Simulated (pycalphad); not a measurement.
An equivalent pycalphad script:

```python
from pycalphad import Database, equilibrium, calculate, variables as v
import numpy as np
db = Database('COST507.tdb')
comps = ['MG', 'AL', 'SI', 'VA']
phases = ['ALMG_BETA', 'ALMG_EPS', 'ALMG_GAMMA', 'DIAMOND_A4', 'FCC_A1', 'HCP_A3', 'LIQUID', 'MG2SI']
eq = equilibrium(db, comps, phases, {v.X('AL'): 0.0526, v.X('SI'): 0.0051, v.T: np.arange(1650, 349, -25), v.P: 101325, v.N: 1}, output=['HM', 'SM'])
```

All values are pycalphad results on the COST 507 light-alloy database (1999) (1 atm), not direct measurements. No gas phase is included, though pure Mg would boil below 1650 K. The data set is of 1999 and partly superseded. Amounts are mole fractions of atoms. Kinetics are ignored, which matters at the lower temperatures.

Results at three of the temperatures:

```
T = 1350.00 K, P = 101325 Pa, N = 1 mol of atoms
G = -77853 J/mol, H = 40226 J/mol, S = 87.47 J/(mol K)  (SER reference)
chemical potentials (J/mol): Mg -76224, Al -101075, Si -139322
phase             fraction      x(Mg)      x(Al)      x(Si)
LIQUID              1.0000     0.9423     0.0526     0.0051
```

```
T = 1075.00 K, P = 101325 Pa, N = 1 mol of atoms
G = -54829 J/mol, H = 30838 J/mol, S = 79.69 J/(mol K)  (SER reference)
chemical potentials (J/mol): Mg -53409, Al -75125, Si -107862
phase             fraction      x(Mg)      x(Al)      x(Si)
LIQUID              1.0000     0.9423     0.0526     0.0051
```

```
T = 1050.00 K, P = 101325 Pa, N = 1 mol of atoms
G = -52846 J/mol, H = 29985 J/mol, S = 78.89 J/(mol K)  (SER reference)
chemical potentials (J/mol): Mg -51446, Al -72869, Si -105089
phase             fraction      x(Mg)      x(Al)      x(Si)
LIQUID              1.0000     0.9423     0.0526     0.0051
```

Changes of the phase set, refined by bisection:

```tsv
T (K)	phases above	phases below
888.9	liquid	hcp + liquid
867.6	hcp + liquid	hcp + liquid + MG2SI
807.5	hcp + liquid + MG2SI	hcp + MG2SI
560.2	hcp + MG2SI	ALMG_GAMMA + hcp + MG2SI
```

Database names, with the compositions (at.%) that they take in these runs: MG2SI: Mg 67 Si 33; ALMG_GAMMA: Mg 59 Al 41.
